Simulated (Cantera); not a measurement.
Cantera run, input and output.

```python
import numpy as np
import cantera as ct

gas = ct.Solution("gri30.yaml")
gas.TPX = 575, 19000, {'CH4': 0.77, 'H2': 0.063, 'O2': 1.35, 'N2': 5.09, 'H2O': 1.1}
flame = ct.FreeFlame(gas, width=0.13)
flame.set_refine_criteria(ratio=3, slope=0.08, curve=0.16)
flame.transport_model = "mixture-averaged"
flame.solve(loglevel=0, auto=True)
z, T = flame.grid, flame.T
thick = (T[-1] - T[0]) / np.gradient(T, z).max()
show = ['CH4', 'H2', 'O2', 'NO', 'OH', 'C2H']
print(f"laminar burning velocity  {flame.velocity[0] * 100:.3f} cm/s")
print(f"burnt temperature         {T[-1]:.1f} K")
print(f"thermal thickness         {thick * 1e3:.4f} mm")
print(f"grid points               {len(z)}")
z0 = z[flame.heat_release_rate.argmax()]
print(f"{'z/mm':>9s}{'T/K':>9s}{'u/(m/s)':>9s}" + "".join(f"{s:>11s}" for s in show))
rows = []
for k in (-3, -2, -1.5, -1, -0.5, -0.25, 0, 0.25, 0.5, 1, 2, 4, 8):
    zz = z0 + k * thick
    rows.append([k * thick, np.interp(zz, z, T), np.interp(zz, z, flame.velocity),
                 *(np.interp(zz, z, flame.X[gas.species_index(s)]) for s in show)])
    print(f"{rows[-1][0] * 1e3:9.3f}{rows[-1][1]:9.1f}{rows[-1][2]:9.3f}" + "".join(f"{x:11.3e}" for x in rows[-1][3:]))
```

Result:

```
laminar burning velocity  117.977 cm/s
burnt temperature         2105.2 K
thermal thickness         1.8384 mm
grid points               157
     z/mm      T/K  u/(m/s)        CH4         H2         O2         NO         OH        C2H
   -5.515    575.1    1.181  9.185e-02  8.602e-03  1.611e-01  6.335e-11  7.939e-12  1.889e-25
   -3.677    576.2    1.186  9.154e-02  1.094e-02  1.606e-01  1.107e-09  1.654e-09  8.409e-22
   -2.758    581.6    1.201  9.088e-02  1.408e-02  1.599e-01  7.164e-09  4.838e-08  1.712e-19
   -1.838    631.0    1.312  8.721e-02  2.080e-02  1.561e-01  8.711e-08  2.755e-06  4.901e-16
   -0.919    972.0    2.057  6.395e-02  3.292e-02  1.294e-01  1.029e-06  4.403e-05  1.791e-11
   -0.460   1330.2    2.849  3.597e-02  3.942e-02  9.325e-02  2.619e-06  3.446e-04  5.339e-09
    0.000   1659.9    3.590  9.533e-03  4.139e-02  5.004e-02  5.726e-06  2.019e-03  2.029e-07
    0.460   1803.3    3.905  9.356e-04  3.693e-02  2.345e-02  1.013e-05  5.278e-03  2.590e-07
    0.919   1836.9    3.967  4.849e-05  3.370e-02  1.350e-02  1.338e-05  7.219e-03  3.276e-08
    1.838   1859.8    3.997  1.329e-07  3.350e-02  8.963e-03  1.609e-05  7.909e-03  1.648e-10
    3.677   1885.4    4.038  2.487e-11  3.398e-02  7.508e-03  1.766e-05  7.795e-03  6.186e-14
    7.354   1919.8    4.101  7.058e-16  3.316e-02  6.369e-03  1.927e-05  7.418e-03  1.408e-18
   14.707   1964.4    4.183  4.118e-16  3.162e-02  4.942e-03  2.182e-05  6.724e-03  3.965e-23
```

Model: GRI-Mech 3.0 (53 species, 325 reactions), integrated in Cantera. Burning velocities carry a grid error of a few per cent, more on coarse grids.
